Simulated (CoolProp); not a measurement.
Values from CoolProp's reference Helmholtz-energy equation of state, Lemmon 2005. It is a short technical equation, of lower accuracy than the large ones.

### Question
For isobutene, give the phase and the cv (kJ/(kg K)) at 276.85 °C and 0.502 MPa; 276.85 °C and 0.753 MPa; 276.85 °C and 1 MPa.

### Answer
- 276.85 °C and 0.502 MPa: gas; cv 2.34
- 276.85 °C and 0.753 MPa: gas; cv 2.34
- 276.85 °C and 1 MPa: gas; cv 2.35
